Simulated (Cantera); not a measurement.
Feed: 1 mol Si₂H₆, 1.8 mol CO₂, 32 mol H₂, held at 925 K and 6.30 mbar.

Method: chemical equilibrium by Gibbs-energy minimisation in Cantera with the NASA 1993 tables (ideal gas, pure condensed phases). Candidate condensed phases: C, C₆H₆, C₇H₈, C₈H₁₈, H₂O, Si, SiC, SiO₂; 123 gas species. The feed counts by its element totals alone. Rates play no part.

Base state: H₂ 0.999, CH₄ 0.00143 (mole fractions); condensed: C(graphite) + SiC(s) + SiO₂(β-quartz).

What changes in the equilibrium state with this change: CO₂ from 1.8 to 12 mol?


```csv
species,before,after
H₂,0.999,0.639
CO,1.02e-6,0.191
H₂O,9.51e-9,0.106
CO₂,<1e-9,0.0642
CH₄,0.00143,6.29e-6
"C(graphite), mol",1.55,0
"SiC(s), mol",0.200,0
"SiO₂(β-quartz), mol",1.80,2.00
```
